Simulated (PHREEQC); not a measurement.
A solution holds 130 mmol/kgw HCl and 13 mmol/kgw MnSO4, at 25 °C. It is in equilibrium with CO2 at log p = 0 (atm). Otherwise closed; pH follows from the charge balance.

The numbers come from PHREEQC with the ion-association model, phreeqc.dat.

### Question
The ionic strength comes out as 0.156 mol/kgw. What activity coefficients do MnCl3-, SO4-2, Cl-, Mn+2, MnCl+ get?

### Answer
MnCl3- 0.76, SO4-2 0.32, Cl- 0.73, Mn+2 0.35, MnCl+ 0.76.

Precipitation was switched off in this run.
